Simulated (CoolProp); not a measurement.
Saturation properties of normal hydrogen (Tc = 33.1 K, pc = 12.96 bar, ω = -0.219).

Values from CoolProp's reference Helmholtz-energy equation of state, Leachman 2009.

| T (K) | p (bar) | vapour density (kg/m³) | enthalpy of vaporisation (kJ/kg) | surface tension (mN/m) | vapour viscosity (µPa s) | liquid conductivity (mW/(m K)) |
|---|---|---|---|---|---|---|
| 21.1 | (withheld) | 1.611 | 445.0 | (withheld) | 1.04 | 104 |
| 22.7 | 1.900 | 2.366 | 433.8 | 1.51 | 1.13 | 103 |
| 24.3 | (withheld) | 3.365 | 417.9 | 1.24 | 1.23 | 103 |
| 25.9 | 3.862 | (withheld) | 396.3 | 0.978 | 1.34 | 102 |
| 27.5 | 5.242 | 6.398 | 367.6 | 0.721 | 1.46 | 99.5 |
| 29.1 | 6.936 | 8.729 | 328.9 | 0.475 | 1.61 | 96.7 |
| 30.7 | (withheld) | 12.09 | 274.4 | 0.251 | (withheld) | 92.8 |
| 32.3 | 11.45 | 18.02 | 182.5 | 0.0734 | 2.17 | 89.8 |

Question: Some entries are withheld; supply them.

Answer: 
- 21.1, p (bar): 1.249
- 21.1, surface tension (mN/m): 1.79
- 24.3, p (bar): 2.759
- 25.9, vapour density (kg/m³): 4.673
- 30.7, p (bar): 8.988
- 30.7, vapour viscosity (µPa s): 1.81

It boils at 20.4 K under 1 atm.

Viscosity comes from a separate model (Muzny 2013). Thermal conductivity comes from a separate model (Assael 2011). Surface tension comes from a separate correlation (Mulero 2012).
